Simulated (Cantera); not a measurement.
Mixture: 3.66 % CH4, 0.878 % C2H6, 7.98 % O2, 76.9 % N2, 10.6 % H2O, at 750 Torr, adiabatic and at constant pressure. Ignition delay is the time to a rise of 400 K.

Cantera simulation using GRI-Mech 3.0 (53 species, 325 reactions); the numbers are that mechanism's predictions, not measurements. Where the delays flatten at high temperature, the 400 K rule measures the pace of heat release, not the induction time.

Task: Predict: delay at 1125 K; delay at 1275 K; delay at 1425 K; delay at 1575 K; delay at 1725 K.

Result: 
- delay at 1125 K: 14.4 ms
- delay at 1275 K: 2.81 ms
- delay at 1425 K: 0.803 ms
- delay at 1575 K: 0.240 ms
- delay at 1725 K: 93.0 µs
